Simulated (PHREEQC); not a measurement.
Solution (25 °C): 0.18 mol/kgw HF and 0.0096 mol/kgw (NH4)2SiF6. Closed to the air; pH follows from the charge balance.

Equilibrium calculation in PHREEQC: ion-association model, phreeqc.dat.

| quantity | before | after |
|---|---|---|
| pH | 1.87 | 2.10 |
| ionic strength (mol/kgw) | 0.0444 | 0.0282 |
| HF (mol/kgw) | 0.159 | 0.148 |
| F- (mol/kgw) | 0.00971 | 0.0149 |
| HF2- (mol/kgw) | 0.00591 | 0.00847 |
| NH3 (mol/kgw) | 6.54e-10 | 1.16e-9 |

**Question.** Which change was made?
(A) diluted 10-fold with water
(B) 0.0063 mol/kgw Na2CO3 added
(C) HF replaced by NH4BF4 at the same molality
(D) (NH4)2SiF6 replaced by (NH4)2HPO4 at the same molality

**Answer.** D, (NH4)2SiF6 replaced by (NH4)2HPO4 at the same molality

Precipitation was switched off in this run. SiF6-2 is the database's only silicon fluoride.
